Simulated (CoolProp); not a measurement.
CH3F (R41) along the isotherm 201 K: fugacity coefficient from the reference equation and from simpler models built on Tc = 317.3 K, pc = 5.906 MPa, ω = 0.200; each cubic takes its own stable root.

Values from CoolProp's reference Helmholtz-energy equation of state, Lemmon 2006. It is a short technical equation, of lower accuracy than the large ones.

```json
[
 {"p (MPa)": "0.295", "phase": "liquid", "reference": "0.4558"},
 {"p (MPa)": "0.591", "phase": "liquid", "reference": "0.2291"},
 {"p (MPa)": "0.886", "phase": "liquid", "reference": "0.1539"},
 {"p (MPa)": "1.18", "phase": "liquid", "reference": "0.1163"},
 {"p (MPa)": "1.48", "phase": "liquid", "reference": "0.09342"},
 {"p (MPa)": "1.77", "phase": "liquid", "reference": "0.07864"},
 {"p (MPa)": "2.07", "phase": "liquid", "reference": "0.06772"},
 {"p (MPa)": "2.36", "phase": "liquid", "reference": "0.05980"},
 {"p (MPa)": "2.66", "phase": "liquid", "reference": "0.05343"},
 {"p (MPa)": "2.95", "phase": "liquid", "reference": "0.04850"}
]
```

Problem. How far does each simpler model (van der Waals, Redlich-Kwong, Soave-Redlich-Kwong, Peng-Robinson) lie from the reference over these 10 states: mean and median of the absolute difference, and the worst?

Solution. 
- van der Waals: mean 339.9 %, median 370.8 %, worst +383.9 % at 201 K and 2.95 MPa
- Redlich-Kwong: mean 50.8 %, median 50.8 %, worst +52.2 % at 201 K and 2.95 MPa
- Soave-Redlich-Kwong: mean 0.5 %, median 0.4 %, worst +1.1 % at 201 K and 2.95 MPa
- Peng-Robinson: mean 0.6 %, median 0.6 %, worst +1.0 % at 201 K and 2.95 MPa

At some of these states van der Waals gives the other phase, because its saturation line lies elsewhere.
